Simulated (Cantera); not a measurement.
Gas-phase reforming

A perfectly stirred reactor is fed with 45.9 % CH4, 50.5 % CO2, 3.63 % H2, at 825 Torr; it is held at 1948 K, and followed from long to short residence time.

Model: GRI-Mech 3.0 (53 species, 325 reactions), integrated in Cantera.

```json
[
 {"τ (s)": "0.95", "x CH4": "0.00510", "x CO2": "0.0112", "x H2": "0.447", "x CH2": "3.53e-7", "x CH2O": "3.10e-7", "x O2": "2.76e-10", "x CO": "0.478"},
 {"τ (s)": "0.44", "x CH4": "0.00729", "x CO2": "0.0151", "x H2": "0.431", "x CH2": "5.33e-7", "x CH2O": "5.17e-7", "x O2": "4.53e-10", "x CO": "0.467"},
 {"τ (s)": "0.21", "x CH4": "0.0102", "x CO2": "0.0204", "x H2": "0.410", "x CH2": "7.92e-7", "x CH2O": "9.21e-7", "x O2": "7.36e-10", "x CO": "0.452"},
 {"τ (s)": "0.096", "x CH4": "0.0142", "x CO2": "0.0286", "x H2": "0.382", "x CH2": "1.20e-6", "x CH2O": "1.80e-6", "x O2": "1.21e-9", "x CO": "0.431"},
 {"τ (s)": "0.045", "x CH4": "0.0196", "x CO2": "0.0398", "x H2": "0.350", "x CH2": "1.77e-6", "x CH2O": "3.51e-6", "x O2": "1.89e-9", "x CO": "0.404"},
 {"τ (s)": "0.021", "x CH4": "0.0269", "x CO2": "0.0564", "x H2": "0.316", "x CH2": "2.56e-6", "x CH2O": "6.85e-6", "x O2": "2.78e-9", "x CO": "0.370"},
 {"τ (s)": "0.0097", "x CH4": "0.0379", "x CO2": "0.0817", "x H2": "0.282", "x CH2": "3.54e-6", "x CH2O": "1.31e-5", "x O2": "3.67e-9", "x CO": "0.328"},
 {"τ (s)": "0.0045", "x CH4": "0.0553", "x CO2": "0.121", "x H2": "0.258", "x CH2": "4.53e-6", "x CH2O": "2.33e-5", "x O2": "4.04e-9", "x CO": "0.276"},
 {"τ (s)": "0.0021", "x CH4": "0.0839", "x CO2": "0.180", "x H2": "0.248", "x CH2": "5.29e-6", "x CH2O": "3.77e-5", "x O2": "3.44e-9", "x CO": "0.214"}
]
```
x: mole fraction; the columns are a selection and need not sum to one.
